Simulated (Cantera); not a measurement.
An adiabatic, constant-pressure homogeneous reactor starts with CH4 : CO : O2 : N2 = 1 : 0.37 : 0.993 : 3.73 (molar parts), equivalence ratio 2.2, at 1325 K and 0.987 atm.

Model: GRI-Mech 3.0 (53 species, 325 reactions), integrated in Cantera.

Problem. Predict: time of steepest temperature rise; temperature at 0.500 s; equilibrium temperature; x(CO) at 0.500 s; x(O2) at 0.500 s; x(NO) at 0.500 s; x(N2O) at 0.500 s; x(HCO) at 0.500 s; x(CO2) at 0.500 s.

Solution. time of steepest temperature rise: 16.7 ms
temperature at 0.500 s: 2324 K
equilibrium temperature: 2324 K
x(CO) at 0.500 s: 0.171 (gas-phase equilibrium 0.171)
x(O2) at 0.500 s: 2.95e-6 (gas-phase equilibrium 2.95e-6)
x(NO) at 0.500 s: 5.06e-5 (gas-phase equilibrium 5.06e-5)
x(N2O) at 0.500 s: 2.29e-9 (gas-phase equilibrium 2.29e-9)
x(HCO) at 0.500 s: 1.42e-7 (gas-phase equilibrium 1.42e-7)
x(CO2) at 0.500 s: 0.0216 (gas-phase equilibrium 0.0216)
